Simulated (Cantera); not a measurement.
**Premixed flame**

A freely propagating, adiabatic, planar premixed flame of 7.19 % CH4, 19.4 % O2, 73.4 % N2, unburnt at 375 K and 1.00 bar; mixture-averaged transport, grid criteria slope 0.08 and curve 0.16, no radiation.

Detailed kinetics in Cantera: GRI-Mech 3.0 (53 species, 325 reactions). Burning velocities carry a grid error of a few per cent, more on coarse grids.

| z (mm) | T (K) | u (m/s) | x CH4 | x O2 | x HCN | x NO | x C2H4 | x C2H2 |
|---|---|---|---|---|---|---|---|---|
| -1.60 | 375 | 0.348 | 0.0719 | 0.194 | <1e-8 | <1e-8 | <1e-8 | <1e-8 |
| -1.07 | 378 | 0.351 | 0.0717 | 0.194 | <1e-8 | <1e-8 | 1.61e-7 | <1e-8 |
| -0.801 | 389 | 0.361 | 0.0710 | 0.193 | <1e-8 | <1e-8 | 1.04e-6 | 3.64e-8 |
| -0.534 | 461 | 0.430 | 0.0668 | 0.188 | <1e-8 | 3.47e-8 | 1.13e-5 | 3.74e-7 |
| -0.267 | 836 | 0.787 | 0.0462 | 0.157 | 7.31e-8 | 5.88e-7 | 0.000109 | 3.58e-6 |
| -0.134 | 1201 | 1.14 | 0.0253 | 0.123 | 1.70e-7 | 1.43e-6 | 0.000206 | 8.76e-6 |
| 0 | 1549 | 1.47 | 0.00558 | 0.0845 | 3.08e-7 | 2.63e-6 | 0.000106 | 1.38e-5 |
| 0.134 | 1692 | 1.60 | 0.000298 | 0.0645 | 2.06e-7 | 4.05e-6 | 2.97e-6 | 1.22e-6 |
| 0.267 | 1747 | 1.64 | 8.56e-6 | 0.0584 | 6.20e-8 | 5.13e-6 | 2.49e-8 | 1.77e-8 |
| 0.534 | 1813 | 1.70 | 1.39e-8 | 0.0546 | <1e-8 | 6.64e-6 | <1e-8 | <1e-8 |
| 1.07 | 1879 | 1.75 | <1e-8 | 0.0522 | <1e-8 | 8.52e-6 | <1e-8 | <1e-8 |
| 2.14 | 1924 | 1.79 | <1e-8 | 0.0511 | <1e-8 | 1.05e-5 | <1e-8 | <1e-8 |
| 4.27 | 1947 | 1.81 | <1e-8 | 0.0506 | <1e-8 | 1.22e-5 | <1e-8 | <1e-8 |
x: mole fraction of selected species; z is measured from the peak of heat release.

The laminar burning velocity is 34.8 cm/s, the thermal thickness is 0.534 mm and the peak x(HCN) comes out as 3.17e-7. The peak x(C2H4) comes out as 0.000213 and the peak x(C2H2) is 1.46e-5. The grid points comes out as 134.
